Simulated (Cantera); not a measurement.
Cu2O + CH4 + CO (carbothermic reduction)

Input: 1 mol Cu2O, 1.7 mol CH4, 1.3 mol CO, held at 2448.15 K.

Equilibrium computed with Cantera from the NASA thermochemical tables; the gas is ideal and each condensed phase is pure. Candidate condensed phases: C, C6H6, C7H8, C8H18, Cu, CuO, Cu(OH)2, Cu2O, H2O; 113 gas species. Kinetics and transport are ignored.

```csv
P (Pa),log p H2,log p H,log p CO,log p Cu,log p C2H2 (acetylene),log p C3,log p Cu2,n C(graphite),n Cu(l)
10,-5.17,-4.29,-4.66,-4.72,-7.24,-6.66,-10.39,0.601,0
68,-3.88,-3.64,-3.77,-3.83,-5.94,-6.66,-8.63,0.654,0
460,-2.83,-3.12,-2.90,-2.96,-4.90,-6.66,-6.88,0.650,0
3200,-1.91,-2.65,-2.03,-2.10,-3.97,-6.66,-5.15,0.645,0
22000,-1.04,-2.22,-1.19,-1.25,-3.10,-6.66,-3.47,0.643,0
150000,-0.10,-1.75,-0.26,-0.90,-2.16,-6.66,-2.76,0.641,1.46
1000000,0.76,-1.32,0.60,-0.90,-1.30,-6.66,-2.76,0.638,1.92
```
log p: log10 of the partial pressure in bar; n: condensed amount in mol.

From 10.0 Pa to 22000 Pa the condensed part is C(graphite). From 150000 Pa to 1000000 Pa the condensed part is C(graphite) + Cu(l). The main Cu-bearing gas is Cu throughout.
